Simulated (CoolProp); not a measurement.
Vapour-liquid equilibrium of trans-2-butene (1) + ethanol (2) at 82.65 °C; x and y are mole fractions of (1).

The numbers come from the multi-fluid Helmholtz-energy mixture model, Lemmon 2005 and Schroeder 2014; pair parameters Bell 2016 in CoolProp.

```csv
x,bubble pressure (kPa),y at the bubble point,dew pressure at overall composition x (kPa),liquid density (mol/L)
0.05,285.4,0.585,125.8,15.45
0.15,565.0,0.798,140.6,14.60
0.25,749.0,0.853,159.3,13.79
0.35,845.8,0.874,183.6,13.02
0.45,887.3,0.882,216.5,12.30
0.55,906.1,0.887,263.6,11.61
0.65,923.6,0.892,336.3,10.98
0.75,950.4,0.903,463.8,10.41
0.85,988.5,0.926,737.5,9.897
0.95,1033,0.968,1017,9.462
```

No azeotrope shows between x = 0.05 and 0.95.

Pair parameters are fitted to limited data, so mixtures are less certain than the pure fluids. With so large a gap from Raoult's law the liquid may split in two, which this calculation doesn't test in full.
